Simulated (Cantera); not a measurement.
Cantera run:

```python
import numpy as np
import cantera as ct

gas_names = [...]  # 140 gases of nasa_gas.yaml made of C, Fe, H, N, O
cond_names = """
    C(gr) C6H6(L) C7H8(L) C8H18(L),n-octa Fe(a) Fe(c) Fe(d) Fe(L) FeC5O5(L) FeO(s) FeO(L) Fe(OH)2(s)
    Fe(OH)3(s) Fe2O3(s) Fe3O4(s) H2O(s) H2O(L)
""".split()


# ... load() reads the species with a 1 bar reference pressure and builds the phases ...
atoms = {
    'Fe(CO)5': {'Fe': 1, 'C': 5, 'O': 5},
    'O2': {'O': 2},
    'N2': {'N': 2},
    'H2': {'H': 2},
}
top_T = {'C(gr)': 4500, 'Fe2O3(s)': 1830, 'Fe3O4(s)': 1870}  # K; cautious upper limits of use, not melting points


# ... equilibrate(T, P, feed) seeds the gas with the atoms and calls Mixture.equilibrate('TP', solver="vcs", rtol=1e-11, max_steps=5000) ...
results = []
T = 1398.15  # K
P = 100000  # Pa
for m in [0.056, 0.25, 0.44, 0.63, 0.82, 1, 1.2, 1.4]:
    feed = {'Fe(CO)5': 1, 'O2': m, 'N2': 3, 'H2': 0.095}  # mol
    mix = equilibrate(T, P, feed)
    results.append((T, P, feed, dict(zip(mix.species_names, mix.species_moles))))
    x = sorted(zip(gas.X, gas.species_names), reverse=True)
    print(f"T = {T:g} K  P = {P:g} Pa  n(O2) = {m:g} mol  gas = {mix.phase_moles(0):.4g} mol")
    print("   x: " + "  ".join(f"{s} {v:.3e}" for v, s in x if v > 0.0001))
    print("   condensed (mol): " + ("  ".join(f"{mix.phase(i).name} {mix.phase_moles(i):.4g}"
          for i in range(1, mix.n_phases) if mix.phase_moles(i) > 1e-12) or "none"))
```

Result:

```
T = 1398.15 K  P = 100000 Pa  n(O2) = 0.056 mol  gas = 8.095 mol
   x: CO 6.044e-01  N2 3.706e-01  CO2 1.330e-02  H2 1.120e-02  H2O 5.334e-04
   condensed (mol): Fe(c) 1
T = 1398.15 K  P = 100000 Pa  n(O2) = 0.25 mol  gas = 8.095 mol
   x: CO 5.581e-01  N2 3.706e-01  CO2 5.957e-02  H2 9.534e-03  H2O 2.201e-03
   condensed (mol): Fe(c) 1
T = 1398.15 K  P = 100000 Pa  n(O2) = 0.44 mol  gas = 8.095 mol
   x: CO 5.266e-01  N2 3.706e-01  CO2 9.110e-02  H2 8.539e-03  H2O 3.196e-03
   condensed (mol): Fe(c) 0.8834  FeO(s) 0.1166
T = 1398.15 K  P = 100000 Pa  n(O2) = 0.63 mol  gas = 8.095 mol
   x: CO 5.266e-01  N2 3.706e-01  CO2 9.110e-02  H2 8.539e-03  H2O 3.196e-03
   condensed (mol): Fe(c) 0.5034  FeO(s) 0.4966
T = 1398.15 K  P = 100000 Pa  n(O2) = 0.82 mol  gas = 8.095 mol
   x: CO 5.266e-01  N2 3.706e-01  CO2 9.110e-02  H2 8.539e-03  H2O 3.196e-03
   condensed (mol): Fe(c) 0.1234  FeO(s) 0.8766
T = 1398.15 K  P = 100000 Pa  n(O2) = 1 mol  gas = 8.095 mol
   x: CO 4.981e-01  N2 3.706e-01  CO2 1.195e-01  H2 7.726e-03  H2O 4.010e-03
   condensed (mol): FeO(s) 1
T = 1398.15 K  P = 100000 Pa  n(O2) = 1.2 mol  gas = 8.095 mol
   x: CO 4.500e-01  N2 3.706e-01  CO2 1.677e-01  H2 6.497e-03  H2O 5.238e-03
   condensed (mol): FeO(s) 1
T = 1398.15 K  P = 100000 Pa  n(O2) = 1.4 mol  gas = 8.095 mol
   x: CO 4.016e-01  N2 3.706e-01  CO2 2.160e-01  H2O 6.312e-03  H2 5.424e-03
   condensed (mol): FeO(s) 1
```

Equilibrium computed with Cantera from the NASA thermochemical tables; the gas is ideal and each condensed phase is pure. Mutual solubility and eutectic melting of coexisting phases are not modelled. The tables' stoichiometric FeO is somewhat more stable than real wüstite, so its field is too wide. FeO: taken at fixed stoichiometry.
